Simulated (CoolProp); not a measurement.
Propane at 356.35 K and 4.95 MPa flows at 6.5 m/s in a round tube of 1 mm bore and 1.5 µm roughness, fully developed (64/Re and Nu = 3.66 if laminar; Colebrook and Gnielinski if turbulent). Each further row changes one setting.

The numbers come from the reference Helmholtz-energy equation of state, Lemmon 2009 in CoolProp.

```
case             Reynolds number  Darcy friction factor  pressure drop (Pa/m)  heat-transfer coefficient (W/(m² K))  mass flow (kg/h)
---------------  ---------------  ---------------------  --------------------  ------------------------------------  ----------------
as stated                  47100                 0.0255                211000                                 17400              7.19
velocity 13 m/s            94300                 0.0238                788000                                 33300              14.4
diameter 2 mm              94300                 0.0214                 88500                                 15300              28.7
```

Viscosity comes from a separate model (Vogel 1998). Thermal conductivity comes from a separate model (Marsh 2002).
